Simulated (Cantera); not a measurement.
**Ignition delay**

Mixture: CH₃OH : O₂ : N₂ : H₂O = 1 : 1.95 : 7.01 : 0.21 (molar parts), equivalence ratio 0.77, at 750 Torr, adiabatic and at constant volume. Ignition delay is the time to a rise of 400 K.

Detailed kinetics in Cantera: GRI-Mech 3.0 (53 species, 325 reactions). GRI-Mech 3.0 was tuned for natural gas; its chemistry of methanol as a main component is partial and can be far from experiment.

```
T0 (K)  delay (ms)
------  ----------
1100          56.6
1200          9.20
1300          2.03
1400         0.576
1500         0.202
1600        0.0841
1700        0.0397
```

- apparent activation energy between 1500 and 1700 K: 170 kJ/mol
